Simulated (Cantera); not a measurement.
# Adiabatic ignition

An adiabatic, constant-pressure homogeneous reactor starts with 7.01 % CH4, 7.01 % CO, 18.1 % O2, 67.9 % N2, at 1775 K and 1.10 bar.

Computed with Cantera and GRI-Mech 3.0 (53 species, 325 reactions).

```json
[
 {"t (s)": "3.00e-6", "T (K)": "1775", "x CH4": "0.0701", "x CO": "0.0701", "x O2": "0.181", "x C2H6": "3.19e-9", "x CH3": "2.28e-5", "x CH2": "1.49e-10"},
 {"t (s)": "1.05e-5", "T (K)": "1775", "x CH4": "0.0700", "x CO": "0.0701", "x O2": "0.181", "x C2H6": "1.96e-7", "x CH3": "9.69e-5", "x CH2": "1.36e-9"},
 {"t (s)": "3.70e-5", "T (K)": "1775", "x CH4": "0.0693", "x CO": "0.0700", "x O2": "0.180", "x C2H6": "1.35e-5", "x CH3": "0.000491", "x CH2": "2.78e-8"},
 {"t (s)": "0.000130", "T (K)": "2468", "x CH4": "<1e-12", "x CO": "0.0822", "x O2": "0.0448", "x C2H6": "<1e-12", "x CH3": "<1e-12", "x CH2": "<1e-12"},
 {"t (s)": "0.000456", "T (K)": "2827", "x CH4": "<1e-12", "x CO": "0.0656", "x O2": "0.0347", "x C2H6": "<1e-12", "x CH3": "<1e-12", "x CH2": "<1e-12"},
 {"t (s)": "0.00160", "T (K)": "2827", "x CH4": "<1e-12", "x CO": "0.0655", "x O2": "0.0315", "x C2H6": "<1e-12", "x CH3": "<1e-12", "x CH2": "<1e-12"},
 {"t (s)": "0.00562", "T (K)": "2825", "x CH4": "<1e-12", "x CO": "0.0656", "x O2": "0.0306", "x C2H6": "<1e-12", "x CH3": "<1e-12", "x CH2": "<1e-12"},
 {"t (s)": "0.0197", "T (K)": "2825", "x CH4": "<1e-12", "x CO": "0.0656", "x O2": "0.0306", "x C2H6": "<1e-12", "x CH3": "<1e-12", "x CH2": "<1e-12"},
 {"t (s)": "0.0693", "T (K)": "2825", "x CH4": "<1e-12", "x CO": "0.0656", "x O2": "0.0306", "x C2H6": "<1e-12", "x CH3": "<1e-12", "x CH2": "<1e-12"},
 {"t (s)": "0.243", "T (K)": "2825", "x CH4": "<1e-12", "x CO": "0.0656", "x O2": "0.0306", "x C2H6": "<1e-12", "x CH3": "<1e-12", "x CH2": "<1e-12"},
 {"t (s)": "0.854", "T (K)": "2825", "x CH4": "<1e-12", "x CO": "0.0656", "x O2": "0.0306", "x C2H6": "<1e-12", "x CH3": "<1e-12", "x CH2": "<1e-12"},
 {"t (s)": "3.00", "T (K)": "2825", "x CH4": "<1e-12", "x CO": "0.0656", "x O2": "0.0306", "x C2H6": "<1e-12", "x CH3": "<1e-12", "x CH2": "<1e-12"}
]
```
x: mole fraction; the columns are a selection and need not sum to one.

The time of steepest temperature rise is 0.121 ms, the temperature at 3.00 s is 2825 K and the equilibrium temperature is 2825 K. The x(CH4) at 3.00 s comes out as <1e-12 (gas-phase equilibrium <1e-12), the x(CO) at 3.00 s is 0.0656 (gas-phase equilibrium 0.0656) and the x(O2) at 3.00 s is 0.0306 (gas-phase equilibrium 0.0306).
